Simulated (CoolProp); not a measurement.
The numbers come from the reference Helmholtz-energy equation of state, Lemmon 2004 in CoolProp. It is a short technical equation, of lower accuracy than the large ones.

For n-dodecane, give the phase and the Z, cv (kJ/(kg K)), speed of sound (m/s), isothermal compressibility (1/MPa) at 346.85 °C and 8.26 bar.


- 346.85 °C and 8.26 bar: gas; Z 0.726, cv 2.92, speed of sound 126, isothermal compressibility 1.79
